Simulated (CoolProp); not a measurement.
c-C4F8 (RC318) along the isobar 300 kPa: fugacity coefficient from the reference equation and from simpler models built on Tc = 388.4 K, pc = 2778 kPa, ω = 0.355; each cubic takes its own stable root.

Values from CoolProp's reference Helmholtz-energy equation of state, Platzer 1990. This equation is an older, rougher fit; its heat capacities, sound speeds and derivatives of the liquid may be far off and weren't checked against measurements.

```tsv
T (K)	phase	reference
266.1	liquid	0.3135
277.6	liquid	0.4856
289.1	liquid	0.7175
300.7	gas	0.9159
312.2	gas	0.9258
323.8	gas	0.9344
335.3	gas	0.9416
346.8	gas	0.9479
358.4	gas	0.9534
369.9	gas	0.9581
381.5	gas	0.9623
393	gas	0.9660
```

**Question.** How far does each simpler model (van der Waals, Redlich-Kwong) lie from the reference over these 12 states: mean and median of the absolute difference, and the worst?

**Answer.** 
- van der Waals: mean 27.3 %, median 1.6 %, worst +194.3 % at 266.1 K and 300 kPa
- Redlich-Kwong: mean 17.7 %, median 0.4 %, worst +101.0 % at 266.1 K and 300 kPa

At some of these states van der Waals, Redlich-Kwong gives the other phase, because its saturation line lies elsewhere.
